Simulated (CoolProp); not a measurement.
Sulfur dioxide along the isobar 35000 kPa: density (kg/m³) from the reference equation and from simpler models built on Tc = 430.6 K, pc = 7887 kPa, ω = 0.256; each cubic takes its own stable root.

The numbers come from the reference Helmholtz-energy equation of state, Gao 2016 in CoolProp.

```tsv
T (K)	phase	reference
357.6	liquid	1288
368.4	liquid	1261
379.2	liquid	1233
390.1	liquid	1204
400.9	liquid	1175
411.7	liquid	1145
422.5	liquid	1114
433.3	supercritical	1083
444.1	supercritical	1050
454.9	supercritical	1017
465.7	supercritical	983.0
476.5	supercritical	948.3
487.3	supercritical	913.2
```

Problem. How far does each simpler model (Redlich-Kwong, Soave-Redlich-Kwong, Peng-Robinson) lie from the reference over these 13 states: mean and median of the absolute difference, and the worst?

Solution. 
- Redlich-Kwong: mean 10.5 %, median 10.8 %, worst -11.3 % at 357.6 K and 35000 kPa
- Soave-Redlich-Kwong: mean 10.6 %, median 10.4 %, worst -12.0 % at 487.3 K and 35000 kPa
- Peng-Robinson: mean 1.5 %, median 1.3 %, worst -3.4 % at 487.3 K and 35000 kPa
